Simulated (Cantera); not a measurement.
Feed: 1 mol Cu, 2.4 mol F2, 0.18 mol N2, held at 1.20 Pa.

Equilibrium computed with Cantera from the NASA thermochemical tables; the gas is ideal and each condensed phase is pure. Candidate condensed phases: Cu, CuF2; 11 gas species. Rates play no part.

Which condensed phases are stable at each of these points (T (K)): 800, 850, 900, 950, 1000, 1050, 1100, 1150, 1200, 1250, 1300, 1350, 1400, 1450?


| T (K) | condensed phases | Cu condensed (%) |
|---|---|---|
| 800 | CuF2(s) | 99.9 |
| 850 | CuF2(s) | 98.7 |
| 900 | CuF2(s) | 89.8 |
| 950 | CuF2(s) | 25.3 |
| 1000 | gas only | 0.0 |
| 1050 | gas only | 0.0 |
| 1100 | gas only | 0.0 |
| 1150 | gas only | 0.0 |
| 1200 | gas only | 0.0 |
| 1250 | gas only | 0.0 |
| 1300 | gas only | 0.0 |
| 1350 | gas only | 0.0 |
| 1400 | gas only | 0.0 |
| 1450 | gas only | 0.0 |

From 800 K to 950 K the condensed part is CuF2(s). From 1000 K to 1450 K nothing is condensed.
